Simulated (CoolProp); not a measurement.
Properties of diethyl ether at several states (Tc = 467.9 K, pc = 3.717 MPa, ω = 0.282).

The numbers come from the reference Helmholtz-energy equation of state, Thol 2014 in CoolProp.

```csv
T (K),p (MPa),phase,density (kg/m³),cp (kJ/(kg K)),cv (kJ/(kg K))
368.4,0.0706,gas,1.735,1.875,1.753
379,16.9,liquid,642.8,2.529,1.921
362.6,0.855,liquid,626.0,2.601,1.924
431.3,0.374,gas,8.114,2.100,1.958
```
